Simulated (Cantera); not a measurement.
## Cu2O + CO + H2 (carbothermic reduction)

Charge: 1 mol Cu2O, 0.6 mol CO, 0.83 mol H2, equilibrated at 6450 Torr.

Cantera equilibrium calculation (NASA polynomials, part measured and part estimated; ideal gas, pure solids and liquids). Candidate condensed phases: C, C6H6, C7H8, C8H18, Cu, CuO, Cu(OH)2, Cu2O, H2O; 113 gas species. The numbers say what is thermodynamically allowed, not how fast it happens.

From 1548 K to 2548 K the condensed part is Cu(l). The main Cu-bearing gas is Cu throughout.

| T (K) | x H2O | x CO2 | x CO | x H2 | x Cu | x OH | x H | x Cu2 | n Cu(l) |
|---|---|---|---|---|---|---|---|---|---|
| 1548 | 0.458 | 0.241 | 0.179 | 0.122 | 2.09e-6 | 4.60e-7 | 3.67e-6 | 1.11e-9 | 2.00 |
| 1648 | 0.465 | 0.234 | 0.186 | 0.115 | 9.18e-6 | 1.87e-6 | 1.03e-5 | 8.53e-9 | 2.00 |
| 1748 | 0.471 | 0.228 | 0.191 | 0.109 | 3.39e-5 | 6.48e-6 | 2.58e-5 | 5.15e-8 | 2.00 |
| 1848 | 0.476 | 0.223 | 0.196 | 0.104 | 0.000108 | 1.96e-5 | 5.84e-5 | 2.53e-7 | 2.00 |
| 1948 | 0.480 | 0.219 | 0.200 | 0.100 | 0.000305 | 5.29e-5 | 0.000122 | 1.05e-6 | 2.00 |
| 2048 | 0.483 | 0.215 | 0.204 | 0.0963 | 0.000774 | 0.000129 | 0.000237 | 3.75e-6 | 2.00 |
| 2148 | 0.486 | 0.212 | 0.207 | 0.0930 | 0.00180 | 0.000291 | 0.000433 | 1.18e-5 | 2.00 |
| 2248 | 0.487 | 0.208 | 0.209 | 0.0900 | 0.00386 | 0.000609 | 0.000751 | 3.34e-5 | 1.99 |
| 2348 | 0.487 | 0.205 | 0.211 | 0.0871 | 0.00775 | 0.00119 | 0.00124 | 8.59e-5 | 1.99 |
| 2448 | 0.484 | 0.201 | 0.212 | 0.0843 | 0.0147 | 0.00221 | 0.00197 | 0.000203 | 1.98 |
| 2548 | 0.478 | 0.196 | 0.211 | 0.0814 | 0.0263 | 0.00386 | 0.00301 | 0.000448 | 1.96 |
x: gas mole fraction; n: condensed amount in mol.
